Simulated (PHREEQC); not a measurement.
1.3 g of hydrous ferric oxide (600 m²/g; 0.2 weak and 0.005 strong sites per Fe, Dzombak-Morel constants, diffuse double layer) in 1 kg of water with 0.05 mol/kgw of an inert sodium salt and 1.3 mmol/kgw ZnSO4, at 25 °C; the pH is set by adding NaOH or the inert anion's acid. O2 is buffered at 0.21 atm. The system is closed to CO2. Precipitation was switched off in this run.

All values are PHREEQC results (ion-association model, wateq4f.dat), not measurements.

```json
[
 {"pH": "3", "S sorbed (%)": "84.5", "Zn sorbed (%)": "0.0", "surface charge σ (C/m²)": "0.097", "surface potential ψ (mV)": "101"},
 {"pH": "3.5", "S sorbed (%)": "84.3", "Zn sorbed (%)": "0.0", "surface charge σ (C/m²)": "0.095", "surface potential ψ (mV)": "101"},
 {"pH": "4", "S sorbed (%)": "83.0", "Zn sorbed (%)": "0.2", "surface charge σ (C/m²)": "0.092", "surface potential ψ (mV)": "99"},
 {"pH": "4.5", "S sorbed (%)": "79.6", "Zn sorbed (%)": "1.3", "surface charge σ (C/m²)": "0.085", "surface potential ψ (mV)": "95"},
 {"pH": "5", "S sorbed (%)": "72.5", "Zn sorbed (%)": "4.4", "surface charge σ (C/m²)": "0.074", "surface potential ψ (mV)": "89"},
 {"pH": "5.5", "S sorbed (%)": "61.3", "Zn sorbed (%)": "8.7", "surface charge σ (C/m²)": "0.062", "surface potential ψ (mV)": "80"},
 {"pH": "6", "S sorbed (%)": "47.9", "Zn sorbed (%)": "25.5", "surface charge σ (C/m²)": "0.051", "surface potential ψ (mV)": "71"},
 {"pH": "6.5", "S sorbed (%)": "37.6", "Zn sorbed (%)": "58.9", "surface charge σ (C/m²)": "0.045", "surface potential ψ (mV)": "66"},
 {"pH": "7", "S sorbed (%)": "30.6", "Zn sorbed (%)": "83.0", "surface charge σ (C/m²)": "0.042", "surface potential ψ (mV)": "64"},
 {"pH": "7.5", "S sorbed (%)": "22.2", "Zn sorbed (%)": "93.8", "surface charge σ (C/m²)": "0.039", "surface potential ψ (mV)": "60"},
 {"pH": "8", "S sorbed (%)": "11.0", "Zn sorbed (%)": "97.9", "surface charge σ (C/m²)": "0.033", "surface potential ψ (mV)": "53"},
 {"pH": "8.5", "S sorbed (%)": "3.1", "Zn sorbed (%)": "99.2", "surface charge σ (C/m²)": "0.022", "surface potential ψ (mV)": "39"},
 {"pH": "9", "S sorbed (%)": "0.5", "Zn sorbed (%)": "99.4", "surface charge σ (C/m²)": "0.010", "surface potential ψ (mV)": "19"}
]
```

Along this series the solution becomes supersaturated in solids that the run did not let form, among them Zn(OH)2-e. The oxide is taken as insoluble; below pH 4 it would dissolve.
